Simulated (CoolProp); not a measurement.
Properties of CHF3 (R23) along the isobar 2.89 MPa.

Values from CoolProp's reference Helmholtz-energy equation of state, Penoncello 2003.

```tsv
T (°C)	phase	Z	Joule-Thomson coefficient (K/MPa)	viscosity (µPa s)
-89.75	liquid	0.08959	-0.3041	357
-61.95	liquid	0.08380	-0.2182	232
-34.15	liquid	0.08125	-0.04348	159
-6.35	liquid	(withheld)	0.4237	106
21.45	gas	(withheld)	13.88	15.9
49.25	gas	0.8144	(withheld)	(withheld)
77.05	gas	0.8684	(withheld)	18.0
104.85	gas	0.9035	6.435	(withheld)
132.65	gas	0.9281	(withheld)	20.2
160.55	gas	(withheld)	4.358	21.3
```

Question: Complete the blanks.

Answer: 
- -6.35, Z: 0.08349
- 21.45, Z: 0.7186
- 49.25, Joule-Thomson coefficient (K/MPa): 10.36
- 49.25, viscosity (µPa s): 16.9
- 77.05, Joule-Thomson coefficient (K/MPa): 8.049
- 104.85, viscosity (µPa s): 19.1
- 132.65, Joule-Thomson coefficient (K/MPa): 5.255
- 160.55, Z: 0.9460

Viscosity comes from a separate model (Shan 2000).
